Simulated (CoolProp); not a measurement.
The fluid at 334.02 K and 0.254 MPa expands adiabatically to 0.0263 MPa with isentropic efficiency 0.9. The same conditions are run with several fluids, on thermodynamics alone (safety and materials aside).

Model: reference Helmholtz-energy equation of state of each fluid (R114: Platzer 1990; fluoroethane (R161): Wu 2012; propane: Lemmon 2009; sulfur hexafluoride: Guder 2009), in CoolProp. The equations of Platzer and Polt are older, rougher fits.

| fluid | work (kJ/kg) | final temperature (K) | final density (kg/m³) |
|---|---|---|---|
| R114 | 29.8 | [?] | [?] |
| fluoroethane (R161) | [?] | [?] | [?] |
| propane | 112 | 264.3 | [?] |
| sulfur hexafluoride | 35.0 | 280.9 | [?] |

### Question
Some entries are withheld; supply them.

### Answer

- R114, final temperature (K): 288.3
- R114, final density (kg/m³): 1.89
- fluoroethane (R161), work (kJ/kg): 99.2
- fluoroethane (R161), final temperature (K): 249.2
- fluoroethane (R161), final density (kg/m³): 0.614
- propane, final density (kg/m³): 0.531
- sulfur hexafluoride, final density (kg/m³): 1.65
